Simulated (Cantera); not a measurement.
Input: 1 mol V, 13 mol NH₃, at 7.50 Torr.

Equilibrium computed with Cantera from the NASA thermochemical tables; the gas is ideal and each condensed phase is pure. Candidate condensed phases: V, VN; 11 gas species. VN: taken at fixed stoichiometry. Condensed phases not in the tables: V₂N. Kinetics and transport are ignored. All values below are at 1650 K.

Base state: H₂ 0.764, N₂ 0.235, H 0.000794 (mole fractions); condensed: VN(s).

### Question
What changes in the equilibrium state with this change: pressure from 7.50 Torr to 0.218 Torr?

### Answer
```
species       before    after
----------  --------  -------
H₂             0.764    0.761
N₂             0.235    0.235
H           0.000794  0.00465
VN(s), mol     1.000    1.000
```
